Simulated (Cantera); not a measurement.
Feed: 1 mol FeS, 1 mol H₂, 0.081 mol H₂O, equilibrated at 1148.15 K and 0.00210 bar.

Equilibrium computed with Cantera from the NASA thermochemical tables; the gas is ideal and each condensed phase is pure. Candidate condensed phases: Fe, FeO, Fe(OH)₂, Fe(OH)₃, FeS, FeSO₄, FeS₂, Fe₂O₃, Fe₂(SO₄)₃, Fe₃O₄, H₂O, H₂SO₄, S; 22 gas species. Mutual solubility and eutectic melting of coexisting phases are not modelled. FeS: taken at fixed stoichiometry. Rates play no part.

Base state: H₂ 0.922, H₂O 0.0749, H₂S 0.00287 (mole fractions); condensed: Fe(α) + FeS(s).

### Question
What changes in the equilibrium state with this change: temperature from 1148.15 K to 923.15 K?

### Answer
```csv
species,before,after
H₂,0.922,0.925
H₂O,0.0749,0.0749
H₂S,0.00287,0.000529
"Fe(α), mol",0.00312,0.000571
"FeS(s), mol",0.997,0.999
```
